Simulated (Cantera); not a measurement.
**Carbothermic reduction: CuO + CH₄ + CO + C**

Charge: 1 mol CuO, 5.3 mol CH₄, 0.015 mol CO, 1.7 mol C, equilibrated at 450000 Pa.

Equilibrium computed with Cantera from the NASA thermochemical tables; the gas is ideal and each condensed phase is pure. Candidate condensed phases: C, C₆H₆, C₇H₈, C₈H₁₈, Cu, CuO, Cu(OH)₂, Cu₂O, H₂O; 113 gas species. The numbers say what is thermodynamically allowed, not how fast it happens.

| T (K) | log p H₂ | log p CO | log p Cu | log p H | log p C₂H₂ (acetylene) | log p CH₄ | log p H₂O | n C(graphite) | n Cu(l) |
|---|---|---|---|---|---|---|---|---|---|
| 1723 | 0.61 | -0.40 | -3.67 | -3.43 | -3.43 | -1.77 | -3.16 | 5.96 | 0.999 |
| 1798 | 0.61 | -0.40 | -3.28 | -3.15 | -3.15 | -1.89 | -3.33 | 5.96 | 0.999 |
| 1873 | 0.61 | -0.40 | -2.91 | -2.88 | -2.89 | -1.99 | -3.49 | 5.97 | 0.997 |
| 1948 | 0.61 | -0.41 | -2.58 | -2.64 | -2.66 | -2.09 | -3.63 | 5.97 | 0.993 |
| 2023 | 0.61 | -0.41 | -2.27 | -2.42 | -2.44 | -2.18 | -3.76 | 5.96 | 0.986 |
| 2098 | 0.61 | -0.41 | -1.99 | -2.21 | -2.23 | -2.26 | -3.89 | 5.95 | 0.973 |
| 2173 | 0.61 | -0.41 | -1.73 | -2.01 | -2.05 | -2.34 | -4.00 | 5.94 | 0.951 |
| 2248 | 0.61 | -0.41 | -1.48 | -1.83 | -1.87 | -2.41 | -4.11 | 5.92 | 0.912 |
| 2323 | 0.60 | -0.41 | -1.25 | -1.66 | -1.71 | -2.48 | -4.22 | 5.89 | 0.850 |
log p: log10 of the partial pressure in bar; n: condensed amount in mol.

From 1723 K to 2323 K the condensed part is C(graphite) + Cu(l). The main Cu-bearing gas is Cu throughout.
